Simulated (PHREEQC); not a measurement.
## Leach liquor: an equilibrium model

Solution (47 °C): 1.6e-05 mol H2SO4 and 0.00018 mol ZnSO4 per kg of water. Closed to the air; pH follows from the charge balance.

All values are PHREEQC results (ion-association model, phreeqc.dat), not measurements.

Precipitation was switched off in this run.

Predict the pH.

pH 4.52.

In which forms is Zn present?

Zn+2 96 %, ZnSO4 3.9 % of the Zn.

At this temperature some constants are extrapolated from 25 °C, and those without enthalpy data are left unchanged.
